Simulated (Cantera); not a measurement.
A Cantera script and what it prints.

```python
import numpy as np
import cantera as ct

gas_names = """
    H HO2 H2 H2O H2O2 O OH O2 O3 Pb PbO Pb2
""".split()
cond_names = """
    H2O(s) H2O(L) Pb(cr) Pb(L) PbO(rd) PbO(yw) PbO(L) PbO2(s) Pb3O4(s)
""".split()


def load(file, names, dense=False):
    # The tables refer to 1 bar. Condensed volumes are neglected.
    table = {s.name: s for s in ct.Species.list_from_file(file)}
    out = []
    for n in names:
        d = dict(table[n].input_data)
        d["thermo"] = dict(d["thermo"], **{"reference-pressure": 1e5})
        if dense:
            d["equation-of-state"] = {"model": "constant-volume", "density": "1e6 g/cm^3"}
        out.append(ct.Species.from_dict(d))
    return out


gas = ct.Solution(thermo="ideal-gas", species=load("nasa_gas.yaml", gas_names))
cond = {s.name: ct.Solution(thermo="fixed-stoichiometry", species=[s], name=s.name)
        for s in load("nasa_condensed.yaml", cond_names, dense=True)}
atoms = {
    'Pb': {'Pb': 1},
    'H2': {'H': 2},
    'O2': {'O': 2},
}
top_T = {'Pb3O4(s)': 820}  # K; cautious upper limits of use, not melting points


def equilibrate(T, P, feed):
    n = {}
    for name, mol in feed.items():
        for a, k in atoms[name].items():
            n[a] = n.get(a, 0.0) + k * mol
    gas.TPX = T, P, n
    mass = sum(n.values()) * gas.mean_molecular_weight
    gas.equilibrate("TP")
    valid = [c for c in cond.values() if c.min_temp <= T <= top_T.get(c.name, c.max_temp)]
    mix = ct.Mixture([(gas, mass / gas.mean_molecular_weight)] + [(c, 0.0) for c in valid])
    mix.T, mix.P = T, P
    mix.equilibrate("TP", solver="vcs", rtol=1e-11, max_steps=5000)
    return mix


results = []
T = 998  # K
P = 1333.22  # Pa
for m in [0.24, 0.71, 1.2, 1.7, 2.1, 2.6, 3.1, 3.6, 4, 4.5, 5]:
    feed = {'Pb': 1, 'H2': m, 'O2': 1.3}  # mol
    mix = equilibrate(T, P, feed)
    results.append((T, P, feed, dict(zip(mix.species_names, mix.species_moles))))

top = {s: max(r[3][s] / sum(r[3][g] for g in gas_names) for r in results) for s in gas_names}
cols = sorted((s for s in top if top[s] > 1e-05), key=lambda s: -top[s])[:6]
seen = [c for c in cond_names if any(r[3].get(c, 0) > 1e-12 for r in results)]
print("log10 of partial pressures in bar; condensed amounts in mol")
print(f"{'n(H2)':>10s}" + "".join(f"{s[:9]:>10s}" for s in cols + seen))
for T, P, feed, n in results:
    ng = sum(n[g] for g in gas_names)
    print(f"{feed['H2']:10.4g}" + "".join(f"{np.log10(max(n[s] / ng * P / 1e5, 1e-99)):10.3f}" for s in cols)
          + "".join(f"{n.get(c, 0):10.4g}" for c in seen))
```

It prints:

```
log10 of partial pressures in bar; condensed amounts in mol
     n(H2)       H2O        O2        H2        Pb       PbO     Pb(L)   PbO(yw)
      0.24    -2.459    -2.006   -11.540   -10.056    -6.545         0         1
      0.71    -2.086    -2.289   -11.026    -9.915    -6.545         0         1
       1.2    -1.942    -2.720   -10.666    -9.699    -6.545         0         1
       1.7    -1.876   -12.499    -5.711    -4.810    -6.545   0.09777    0.9002
       2.1    -1.876   -12.499    -5.711    -4.810    -6.545    0.4972    0.5003
       2.6    -1.876   -12.499    -5.711    -4.810    -6.545    0.9966 0.0003244
       3.1    -1.952   -18.737    -2.668    -4.810    -9.664    0.9964         0
       3.6    -2.017   -19.339    -2.432    -4.810    -9.965    0.9958         0
         4    -2.063   -19.631    -2.332    -4.810   -10.111    0.9953         0
       4.5    -2.114   -19.897    -2.250    -4.810   -10.244    0.9948         0
         5    -2.160   -20.099    -2.194    -4.810   -10.345    0.9942         0
```

Equilibrium computed with Cantera from the NASA thermochemical tables; the gas is ideal and each condensed phase is pure.
